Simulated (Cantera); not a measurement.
A perfectly stirred reactor is fed with CH₄ : O₂ : N₂ : H₂O = 1 : 1.33 : 5.01 : 2.1 (molar parts), equivalence ratio 1.5, at 1000000 Pa; it is adiabatic with a 625 K inlet, and is followed from long to short residence time, starting on the burning branch (τ in s: 0.036, 0.017, 0.0079, 0.0037, 0.0017, 0.00079, 0.00037, 0.00017, 7.9e-05, 3.7e-05, 1.7e-05, 7.9e-06, 3.7e-06).

Detailed kinetics in Cantera: GRI-Mech 3.0 (53 species, 325 reactions).

### Question
Predict: blow-out, bracketed by the residence times tried; x(CH₄) at τ = 36.0 ms; x(O₂) at τ = 36.0 ms; x(H₂O) at τ = 36.0 ms; x(H) at τ = 36.0 ms; x(H₂) at τ = 36.0 ms; x(CH₄) at τ = 0.370 ms; x(O₂) at τ = 0.370 ms; x(H₂O) at τ = 0.370 ms.

### Answer
blow-out, bracketed by the residence times tried: burning at 0.790 ms, out at 0.370 ms
x(CH₄) at τ = 36.0 ms: 0.00617
x(O₂) at τ = 36.0 ms: 0.000496
x(H₂O) at τ = 36.0 ms: 0.336
x(H) at τ = 36.0 ms: 4.74e-5
x(H₂) at τ = 36.0 ms: 0.0610
x(CH₄) at τ = 0.370 ms: 0.106
x(O₂) at τ = 0.370 ms: 0.141
x(H₂O) at τ = 0.370 ms: 0.222
